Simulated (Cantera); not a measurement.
An adiabatic, constant-volume homogeneous reactor starts with 5.59 % CH4, 9.33 % O2, 84.9 % N2, 0.134 % H2O, at 1250 K and 2.57 atm.

Model: GRI-Mech 3.0 (53 species, 325 reactions), integrated in Cantera.

Question: Predict: time of steepest temperature rise; temperature at 1.00 s; equilibrium temperature; x(O2) at 1.00 s; x(OH) at 1.00 s; x(HO2) at 1.00 s; x(H) at 1.00 s.

Answer: 
- time of steepest temperature rise: 25.8 ms
- temperature at 1.00 s: 2398 K
- equilibrium temperature: 2398 K
- x(O2) at 1.00 s: 0.000141 (gas-phase equilibrium 0.000141)
- x(OH) at 1.00 s: 0.00110 (gas-phase equilibrium 0.00110)
- x(HO2) at 1.00 s: 6.69e-8 (gas-phase equilibrium 6.69e-8)
- x(H) at 1.00 s: 0.000803 (gas-phase equilibrium 0.000803)
